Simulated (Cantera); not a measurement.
# Equilibrium for carbon deposition, reforming and gasification: C + O2

Feed: 1 mol C, 1.8 mol O2, at 1 atm.

These are equilibrium values from Cantera (NASA tables, ideal gas, pure condensed phases), not measurements of a reactor. Candidate condensed phases: C; 23 gas species. Ions and electrons are included (thermal ionisation). The numbers say what is thermodynamically allowed, not how fast it happens.

```csv
T (°C),x O,x CO2,x O2,x CO
2227,0.00961,0.517,0.445,0.0284
2727,0.0743,0.327,0.436,0.163
3227,0.279,0.106,0.324,0.291
3727,0.543,0.0222,0.135,0.299
4227,0.673,0.00454,0.0371,0.285
4727,0.709,0.00116,0.0104,0.280
```
x: gas mole fraction; nothing condenses.

From 2227 °C to 4727 °C nothing is condensed. The main C-bearing gas is CO2 at 2227 °C and CO at 4727 °C.
